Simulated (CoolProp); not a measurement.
Vapour-liquid equilibrium of ethanol (1) + n-nonane (2) at 167.25 °C; x and y are mole fractions of (1).

Model: multi-fluid Helmholtz-energy mixture model, Schroeder 2014 and Lemmon 2006; pair parameters Bell 2016, in CoolProp.

Give the bubble pressure and the first vapour's composition at x = 0.05, 0.25, 0.55. Is there an azeotrope?

x = 0.05: 0.3375 MPa, y = 0.535; x = 0.25: 0.8145 MPa, y = 0.809; x = 0.55: 1.124 MPa, y = 0.877. No azeotrope shows between x = 0.05 and 0.95.

Pair parameters are fitted to limited data, so mixtures are less certain than the pure fluids. With so large a gap from Raoult's law the liquid may split in two, which this calculation doesn't test in full.
